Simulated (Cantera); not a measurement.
Input: 1 mol Si, 0.21 mol H2O, 16 mol H2, 0.31 mol O2, at 700 °C and 1 atm.

Cantera equilibrium calculation (NASA polynomials, part measured and part estimated; ideal gas, pure solids and liquids). Candidate condensed phases: H2O, Si, SiO2; 18 gas species. Kinetics and transport are ignored.

Base state: H2 1.00 (mole fractions); condensed: Si(s) + SiO2(β-quartz).

**Question.** What changes in the equilibrium state with this change: temperature from 700 °C to 1377 °C?

**Answer.** 
| species | before | after |
|---|---|---|
| H2 | 1.00 | 0.994 |
| SiO | <1e-9 | 0.00608 |
| H | 1.08e-9 | 9.00e-5 |
| H2O | <1e-9 | 1.41e-5 |
| Si(s), mol | 0.585 | 0.535 |
| SiO2(β-quartz), mol | 0.415 | 0.365 |
Mutual solubility and eutectic melting of coexisting phases are not modelled. The tables hold silica as quartz up to 1696 K and as liquid above; real silica turns to tridymite and cristobalite and melts near 1996 K.
